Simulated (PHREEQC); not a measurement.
Model water analysis in mmol/kgw, 20 °C, pH 6.71: Na 117; K 1.74; Ca 9.03; Mg 23; Cl 167; S(6) 5.87; Alkalinity (meq/kgw) 1.12e-09.

Cl is adjusted to close the charge balance.
Valence states are taken as typed.

Equilibrium calculation in PHREEQC: Pitzer model, pitzer.dat.

| Property | Value |
|---|---|
| ionic strength | 0.221 mol/kgw |
| specific conductance | 15600 µS/cm |
| density | 1.006 g/cm³ |
| osmotic coefficient | 0.898 |

```json
[
 {"species": "Cl-", "molality": "0.171", "activity": "0.121", "log γ": "-0.149"},
 {"species": "Na+", "molality": "0.117", "activity": "0.0879", "log γ": "-0.124"},
 {"species": "Mg+2", "molality": "0.0230", "activity": "0.00726", "log γ": "-0.500"},
 {"species": "Ca+2", "molality": "0.00903", "activity": "0.00270", "log γ": "-0.525"},
 {"species": "SO4-2", "molality": "0.00587", "activity": "0.00104", "log γ": "-0.750"},
 {"species": "K+", "molality": "0.00174", "activity": "0.00127", "log γ": "-0.137"},
 {"species": "H+", "molality": "2.48e-7", "activity": "1.95e-7", "log γ": "-0.105"},
 {"species": "HCO3-", "molality": "1.75e-7", "activity": "1.33e-7", "log γ": "-0.121"},
 {"species": "CO2", "molality": "5.94e-8", "activity": "6.13e-8", "log γ": "0.013"},
 {"species": "OH-", "molality": "5.47e-8", "activity": "3.49e-8", "log γ": "-0.195"},
 {"species": "MgOH+", "molality": "4.06e-8", "activity": "3.69e-8", "log γ": "-0.042"},
 {"species": "HSO4-", "molality": "2.32e-8", "activity": "1.69e-8", "log γ": "-0.138"}
]
```

Precipitation was switched off in this run. Complexes and solids missing from the database can't appear.
